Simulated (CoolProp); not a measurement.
Properties of carbonyl sulfide along the isobar 1.01 bar (Tc = 378.8 K, pc = 63.69 bar, ω = 0.098).

Computed with CoolProp (reference Helmholtz-energy equation of state, Lemmon 2006). It is a short technical equation, of lower accuracy than the large ones.

| T (K) | phase | density (kg/m³) | cp (kJ/(kg K)) | cv (kJ/(kg K)) |
|---|---|---|---|---|
| 377.7 | gas | 1.943 | 0.7541 | 0.6126 |
| 397.9 | gas | 1.842 | 0.7658 | 0.6247 |
| 418.1 | gas | 1.752 | 0.7769 | 0.6361 |
| 438.3 | gas | 1.671 | 0.7873 | 0.6468 |
| 458.5 | gas | 1.596 | 0.7971 | 0.6569 |
| 478.7 | gas | 1.528 | 0.8065 | 0.6665 |
| 498.9 | gas | 1.466 | 0.8153 | 0.6755 |
| 519.1 | gas | 1.409 | 0.8238 | 0.6841 |
| 539.2 | gas | 1.356 | 0.8318 | 0.6922 |
| 559.4 | gas | 1.306 | 0.8395 | 0.7000 |
| 579.6 | gas | 1.261 | 0.8468 | 0.7074 |
| 599.8 | gas | 1.218 | 0.8539 | 0.7145 |
| 620 | gas | 1.178 | 0.8606 | 0.7214 |
